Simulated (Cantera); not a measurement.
Charge: 1 mol Fe₂O₃, 2.9 mol H₂, 2.3 mol N₂, at 1823 K and 0.00133 bar.

Method: chemical equilibrium by Gibbs-energy minimisation in Cantera with the NASA 1993 tables (ideal gas, pure condensed phases). Candidate condensed phases: Fe, FeO, Fe(OH)₂, Fe(OH)₃, Fe₂O₃, Fe₃O₄, H₂O; 27 gas species. The tables' stoichiometric FeO is somewhat more stable than real wüstite, so its field is too wide. FeO: taken at fixed stoichiometry. The numbers say what is thermodynamically allowed, not how fast it happens.

Base state: N₂ 0.431, H₂ 0.331, H₂O 0.209, Fe 0.0220, H 0.00682, OH 0.000300, FeO 0.000174, Fe(OH)₂ 3.43e-5 (mole fractions); condensed: FeO(l).

### Question
What changes in the equilibrium state with this change: pressure from 0.00133 bar to 4.80 bar?

### Answer
| species | before | after |
|---|---|---|
| N₂ | 0.431 | 0.442 |
| H₂ | 0.331 | 0.365 |
| H₂O | 0.209 | 0.192 |
| Fe | 0.0220 | 7.34e-6 |
| Fe(OH)₂ | 3.43e-5 | 3.15e-5 |
| NH₃ | 4.63e-9 | 1.96e-5 |
| FeO | 0.000174 | 4.83e-8 |
| OH | 0.000300 | 4.38e-6 |
| FeO(l), mol | 1.88 | 2.00 |
